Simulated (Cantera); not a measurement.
Cantera run, input and output.

```python
import numpy as np
import cantera as ct

gas = ct.Solution("gri30.yaml")
gas.TPX = 475, 500000, {'CH4': 1, 'C2H6': 0.27, 'O2': 4.09, 'N2': 15.4, 'H2O': 0.027}
flame = ct.FreeFlame(gas, width=0.013)
flame.set_refine_criteria(ratio=3, slope=0.08, curve=0.16)
flame.transport_model = "mixture-averaged"
flame.solve(loglevel=0, auto=True)
z, T = flame.grid, flame.T
thick = (T[-1] - T[0]) / np.gradient(T, z).max()
show = ['CH4', 'C2H6', 'O2', 'HCO', 'C2H2', 'CH2CO']
print(f"laminar burning velocity  {flame.velocity[0] * 100:.3f} cm/s")
print(f"burnt temperature         {T[-1]:.1f} K")
print(f"thermal thickness         {thick * 1e3:.4f} mm")
print(f"grid points               {len(z)}")
z0 = z[flame.heat_release_rate.argmax()]
print(f"{'z/mm':>9s}{'T/K':>9s}{'u/(m/s)':>9s}" + "".join(f"{s:>11s}" for s in show))
rows = []
for k in (-3, -2, -1.5, -1, -0.5, -0.25, 0, 0.25, 0.5, 1, 2, 4, 8):
    zz = z0 + k * thick
    rows.append([k * thick, np.interp(zz, z, T), np.interp(zz, z, flame.velocity),
                 *(np.interp(zz, z, flame.X[gas.species_index(s)]) for s in show)])
    print(f"{rows[-1][0] * 1e3:9.3f}{rows[-1][1]:9.1f}{rows[-1][2]:9.3f}" + "".join(f"{x:11.3e}" for x in rows[-1][3:]))
```

It prints:

```
laminar burning velocity  29.914 cm/s
burnt temperature         2014.3 K
thermal thickness         0.1483 mm
grid points               141
     z/mm      T/K  u/(m/s)        CH4       C2H6         O2        HCO       C2H2      CH2CO
   -0.445    476.1    0.300  4.803e-02  1.298e-02  1.966e-01  2.115e-19  1.974e-08  2.855e-08
   -0.297    482.1    0.304  4.773e-02  1.296e-02  1.961e-01  2.304e-17  1.708e-07  3.116e-07
   -0.222    503.2    0.318  4.683e-02  1.287e-02  1.944e-01  2.577e-15  9.267e-07  2.155e-06
   -0.148    603.8    0.383  4.289e-02  1.223e-02  1.861e-01  1.963e-12  6.171e-06  1.916e-05
   -0.074    985.7    0.631  2.861e-02  8.013e-03  1.517e-01  3.269e-08  3.725e-05  1.551e-04
   -0.037   1336.3    0.860  1.538e-02  3.041e-03  1.174e-01  2.159e-06  7.732e-05  3.528e-04
    0.000   1680.3    1.083  3.062e-03  1.167e-04  8.125e-02  1.005e-05  8.785e-05  2.906e-04
    0.037   1833.4    1.176  1.172e-04  8.646e-08  6.441e-02  1.410e-06  5.365e-06  2.320e-05
    0.074   1898.5    1.213  2.906e-06  4.582e-11  5.941e-02  4.715e-08  9.486e-08  8.099e-07
    0.148   1960.2    1.248  3.509e-09  1.619e-16  5.625e-02  1.314e-09  7.992e-11  1.593e-09
    0.297   1997.2    1.268  5.307e-13  6.166e-22  5.496e-02  1.035e-10  4.734e-14  3.375e-13
    0.593   2011.4    1.276  1.280e-14 -3.112e-26  5.465e-02  8.095e-12  1.329e-16  4.148e-16
    1.186   2014.2    1.278  5.389e-15 -2.010e-26  5.461e-02  2.890e-12  9.830e-19  1.177e-16
```

Computed with Cantera and GRI-Mech 3.0 (53 species, 325 reactions). Burning velocities carry a grid error of a few per cent, more on coarse grids.
